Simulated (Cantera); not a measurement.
An isothermal, constant-pressure homogeneous reactor starts with NO : N₂ = 1 : 4.6 (molar parts), at 1825 K and 0.0987 atm. Integrator tolerance rtol = 1e-08.

Computed with Cantera and GRI-Mech 3.0 (53 species, 325 reactions).

Task: What does this change do: N2 4.6 to 18 parts?

Result: 
| quantity | before | after |
|---|---|---|
| x(NO) at 300 s | 0.00563 (gas-phase equilibrium 0.00315) | 0.00599 (gas-phase equilibrium 0.00175) |
| x(NO₂) at 300 s | 2.72e-6 (gas-phase equilibrium 1.53e-6) | 1.50e-6 (gas-phase equilibrium 4.59e-7) |
| x(O₂) at 300 s | 0.0864 (gas-phase equilibrium 0.0876) | 0.0233 (gas-phase equilibrium 0.0254) |
| x(N₂) at 300 s | 0.908 (gas-phase equilibrium 0.909) | 0.971 (gas-phase equilibrium 0.973) |
| x(N₂O) at 300 s | 6.87e-8 (gas-phase equilibrium 6.13e-8) | 4.65e-8 (gas-phase equilibrium 3.53e-8) |

Task: What does this change do: temperature 1825 to 2150 K?

Result: 
| quantity | before | after |
|---|---|---|
| x(NO) at 300 s | 0.00563 (gas-phase equilibrium 0.00315) | 0.00767 (gas-phase equilibrium 0.00767) |
| x(NO₂) at 300 s | 2.72e-6 (gas-phase equilibrium 1.53e-6) | 2.10e-6 (gas-phase equilibrium 2.10e-6) |
| x(O₂) at 300 s | 0.0864 (gas-phase equilibrium 0.0876) | 0.0845 (gas-phase equilibrium 0.0845) |
| x(N₂) at 300 s | 0.908 (gas-phase equilibrium 0.909) | 0.906 (gas-phase equilibrium 0.906) |
| x(N₂O) at 300 s | 6.87e-8 (gas-phase equilibrium 6.13e-8) | 1.45e-7 (gas-phase equilibrium 1.45e-7) |
